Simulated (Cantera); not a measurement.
A Cantera script and its output.

```python
import numpy as np
import cantera as ct

gas = ct.Solution("gri30.yaml")
gas.TPX = 1025, 101325, {'CH4': 1, 'O2': 0.833, 'N2': 2.5}
reactor = ct.IdealGasConstPressureReactor(gas, energy="on", clone=False)
net = ct.ReactorNet([reactor])
net.rtol, net.atol = 1e-08, 1e-16
show = ['CH4', 'O2', 'OH', 'H2', 'CH2O', 'CO', 'C2H2']
times = np.geomspace(3e-06, 6, 16)

steps = ct.SolutionArray(gas, extra=["t"])
rows = []
print(f"{'t/s':>10s}{'T/K':>9s}{'P/Pa':>11s}" + "".join(f"{s:>11s}" for s in show))
for t in times:
    while net.time < t:
        t_next = net.step()
        steps.append(gas.state, t=t_next)
    rows.append([np.interp(t, steps.t, y) for y in (steps.T, steps.P, *steps(*show).X.T)])
    print(f"{t:10.3e}{rows[-1][0]:9.1f}{rows[-1][1]:11.4g}" + "".join(f"{x:11.3e}" for x in rows[-1][2:]))
rate = np.gradient(steps.T, steps.t)
print("integrator steps:", len(steps.t))
if steps.T.max() > steps.T[0] + 200:
    print(f"time of steepest temperature rise: {steps.t[rate.argmax()]:.4e} s")
gas.TPX = 1025, 101325, {'CH4': 1, 'O2': 0.833, 'N2': 2.5}
gas.equilibrate("HP")
print(f"equilibrium (HP): T = {gas.T:.1f} K  " + "  ".join(f"{s} {gas[s].X[0]:.3e}" for s in show))
```

Result:

```
       t/s      T/K       P/Pa        CH4         O2         OH         H2       CH2O         CO       C2H2
 3.000e-06   1025.0  1.013e+05  2.308e-01  1.922e-01  9.976e-15  4.595e-14  5.010e-14  3.383e-20  6.606e-32
 7.892e-06   1025.0  1.013e+05  2.308e-01  1.922e-01  2.506e-14  1.656e-13  3.523e-13  6.330e-19  6.379e-30
 2.076e-05   1025.0  1.013e+05  2.308e-01  1.922e-01  6.429e-14  5.524e-13  2.463e-12  1.197e-17  5.776e-28
 5.462e-05   1025.0  1.013e+05  2.308e-01  1.922e-01  1.694e-13  2.058e-12  1.721e-11  2.179e-16  3.622e-26
 1.437e-04   1025.0  1.013e+05  2.308e-01  1.922e-01  4.593e-13  9.619e-12  1.210e-10  4.037e-15  2.182e-24
 3.780e-04   1025.0  1.013e+05  2.308e-01  1.922e-01  1.314e-12  5.832e-11  8.638e-10  7.593e-14  1.344e-22
 9.943e-04   1025.0  1.013e+05  2.308e-01  1.922e-01  4.175e-12  4.597e-10  6.483e-09  1.509e-12  1.067e-20
 2.616e-03   1025.0  1.013e+05  2.308e-01  1.922e-01  1.551e-11  4.790e-09  5.449e-08  3.452e-11  1.378e-18
 6.881e-03   1025.0  1.013e+05  2.308e-01  1.922e-01  5.785e-11  5.877e-08  5.286e-07  1.078e-09  3.387e-16
 1.810e-02   1025.0  1.013e+05  2.308e-01  1.922e-01  9.848e-11  4.142e-07  3.557e-06  2.960e-08  3.642e-14
 4.762e-02   1025.1  1.013e+05  2.308e-01  1.922e-01  1.152e-10  1.645e-06  1.312e-05  3.707e-07  7.167e-13
 1.253e-01   1025.3  1.013e+05  2.307e-01  1.922e-01  1.678e-10  6.730e-06  4.271e-05  3.625e-06  1.088e-11
 3.296e-01   1026.6  1.013e+05  2.304e-01  1.920e-01  4.036e-10  4.240e-05  1.590e-04  4.193e-05  3.048e-10
 8.670e-01   1053.8  1.013e+05  2.250e-01  1.878e-01  8.987e-09  1.300e-03  1.404e-03  1.824e-03  1.265e-07
 2.281e+00   1989.0  1.013e+05  1.263e-09  1.194e-08  3.079e-05  2.572e-01  1.768e-08  1.666e-01  3.960e-13
 6.000e+00   1989.0  1.013e+05  1.238e-09  1.194e-08  3.079e-05  2.572e-01  1.768e-08  1.666e-01  3.879e-13
integrator steps: 2809
time of steepest temperature rise: 9.8143e-01 s
equilibrium (HP): T = 1989.0 K  CH4 1.446e-09  O2 1.194e-08  OH 3.079e-05  H2 2.572e-01  CH2O 1.768e-08  CO 1.666e-01  C2H2 4.520e-13
```

Model: GRI-Mech 3.0 (53 species, 325 reactions), integrated in Cantera.
